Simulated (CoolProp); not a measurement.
Saturated liquid density (kg/m³) of carbon monoxide: the reference equation beside estimates from Tc = -140.3 °C, pc = 3498 kPa, ω = 0.050. Rackett uses Z = 0.29056 − 0.08775 ω.

Computed with CoolProp (reference Helmholtz-energy equation of state, Lemmon 2006). It is a short technical equation, of lower accuracy than the large ones.

```csv
T (°C),reference,Rackett,Peng-Robinson
-175.95,720.0,731.8,802.1
-173.25,705.9,717.9,783.2
-170.55,691.3,703.5,763.3
-167.95,676.6,689.1,742.9
-165.25,660.5,673.3,720.4
-162.55,643.6,656.7,696.3
-159.85,625.6,639.1,670.4
-157.15,606.3,620.2,642.3
-154.45,585.4,599.6,611.7
-151.75,562.3,576.8,577.7
-149.15,537.2,552.0,540.8
-146.45,506.6,521.4,496.4
```

Absolute difference from the reference over all 12 rows, mean and median: Rackett 2.2 and 2.1 %, Peng-Robinson 6.9 and 7.7 %.
